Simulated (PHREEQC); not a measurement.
## Silver or lead bath: an equilibrium model

Consider water at 80 °C with 0.0011 mol PbCl2 and 0.00024 mol KNO3 per kg of water. Closed to the air; pH follows from the charge balance.

Equilibrium calculation in PHREEQC: ion-association model, wateq4f.dat.

Precipitation was switched off in this run.

Predict the pH.

pH 5.42.

In which forms is N present?

NO3- 99 %, PbNO3+ 1.0 % of the N.

Saturation is exceeded, for instance for Pb(OH)2; the values hold only as long as no solid forms. Away from 25 °C the constants follow the database's enthalpies or fits; those with neither stay at their 25 °C values.
